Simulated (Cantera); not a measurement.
Cantera run:

```python
import numpy as np
import cantera as ct

gas_names = """
    Cu CuF CuF2 Cu2 F F2 H HF H2 H2F2 H3F3 H4F4 H5F5 H6F6 H7F7 N NF NF2 NF3 NH NH2 NH3 N2 N2H2 N2H4
""".split()
cond_names = """
    Cu(cr) Cu(L) CuF2(s) CuF2(L)
""".split()


# ... load() reads the species with a 1 bar reference pressure and builds the phases ...
atoms = {
    'Cu': {'Cu': 1},
    'HF': {'H': 1, 'F': 1},
    'N2': {'N': 2},
}
top_T = {}  # K; cautious upper limits of use, not melting points


# ... equilibrate(T, P, feed) seeds the gas with the atoms and calls Mixture.equilibrate('TP', solver="vcs", rtol=1e-11, max_steps=5000) ...
results = []
feed = {'Cu': 1, 'HF': 14, 'N2': 1.6}  # mol
P = 10000  # Pa
for T in [1150, 1175, 1200, 1225, 1250, 1275, 1300, 1325, 1350, 1375, 1400, 1425, 1450]:
    mix = equilibrate(T, P, feed)
    results.append((T, P, feed, dict(zip(mix.species_names, mix.species_moles))))

top = {s: max(r[3][s] / sum(r[3][g] for g in gas_names) for r in results) for s in gas_names}
cols = sorted((s for s in top if top[s] > 0.0001), key=lambda s: -top[s])[:7]
seen = [c for c in cond_names if any(r[3].get(c, 0) > 1e-12 for r in results)]
print("log10 of partial pressures in bar; condensed amounts in mol")
print(f"{'T/K':>10s}" + "".join(f"{s[:9]:>10s}" for s in cols + seen))
for T, P, feed, n in results:
    ng = sum(n[g] for g in gas_names)
    print(f"{T:10.4g}" + "".join(f"{np.log10(max(n[s] / ng * P / 1e5, 1e-99)):10.3f}" for s in cols)
          + "".join(f"{n.get(c, 0):10.4g}" for c in seen))
```

It prints:

```
log10 of partial pressures in bar; condensed amounts in mol
       T/K        HF        N2       CuF        H2    Cu(cr)     Cu(L)
      1150    -1.047    -1.989    -5.624    -5.921    0.9996         0
      1175    -1.047    -1.989    -5.459    -5.757    0.9995         0
      1200    -1.047    -1.989    -5.302    -5.600    0.9992         0
      1225    -1.047    -1.989    -5.151    -5.449    0.9989         0
      1250    -1.047    -1.989    -5.006    -5.305    0.9984         0
      1275    -1.047    -1.989    -4.867    -5.166    0.9979         0
      1300    -1.047    -1.989    -4.733    -5.033    0.9971         0
      1325    -1.047    -1.989    -4.605    -4.905    0.9961         0
      1350    -1.047    -1.989    -4.482    -4.781    0.9948         0
      1375    -1.047    -1.989    -4.367    -4.667         0    0.9932
      1400    -1.047    -1.989    -4.258    -4.558         0    0.9912
      1425    -1.047    -1.989    -4.154    -4.454         0    0.9887
      1450    -1.048    -1.989    -4.053    -4.353         0    0.9856
```

Method: chemical equilibrium by Gibbs-energy minimisation in Cantera with the NASA 1993 tables (ideal gas, pure condensed phases).
